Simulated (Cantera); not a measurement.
# Adiabatic ignition

An adiabatic, constant-volume homogeneous reactor starts with 10.5 % CO, 3.68 % H₂, 12.6 % CH₄, 15.3 % O₂, 57.9 % N₂, at 1150 K and 2.17 atm.

Model: GRI-Mech 3.0 (53 species, 325 reactions), integrated in Cantera.

```
t (s)     T (K)  P (bar)   x CO    x H₂     x CH₄    x CH₂O     x N₂O    x C₂H₂
--------  -----  -------  -----  ------  --------  --------  --------  --------
6.00e-6    1150     2.20  0.105  0.0368     0.126  5.67e-11    <1e-12    <1e-12
1.91e-5    1150     2.20  0.105  0.0368     0.126  6.71e-10    <1e-12    <1e-12
6.06e-5    1150     2.20  0.105  0.0368     0.126   8.51e-9    <1e-12    <1e-12
0.000192   1150     2.20  0.105  0.0368     0.126   1.71e-7    <1e-12    <1e-12
0.000612   1151     2.20  0.105  0.0367     0.126   2.24e-5  2.02e-11  1.16e-11
0.00194    1161     2.22  0.105  0.0364     0.125  0.000283  2.06e-10   6.59e-9
0.00617    1288     2.46  0.106  0.0367     0.112   0.00194   3.20e-9   4.42e-6
0.0196     2612     5.51  0.180   0.125  1.69e-10   4.99e-8   2.39e-8    <1e-12
0.0623     2612     5.51  0.180   0.125  1.69e-10   4.99e-8   2.39e-8    <1e-12
0.198      2612     5.51  0.180   0.125  1.69e-10   4.99e-8   2.39e-8    <1e-12
0.629      2612     5.51  0.180   0.125  1.69e-10   4.99e-8   2.39e-8    <1e-12
2.00       2612     5.51  0.180   0.125  1.69e-10   4.99e-8   2.39e-8    <1e-12
```
x: mole fraction; the columns are a selection and need not sum to one.

```json
{
  "time_of_steepest_temperature_rise": "6.82 ms",
  "temperature at 2.00 s": "2612 K",
  "equilibrium_temperature": "2612 K",
  "x(CO) at 2.00 s": "0.180 (gas-phase equilibrium 0.180)",
  "x(H₂) at 2.00 s": "0.125 (gas-phase equilibrium 0.125)",
  "x(CH₄) at 2.00 s": "1.69e-10 (gas-phase equilibrium 1.89e-10)"
}
```
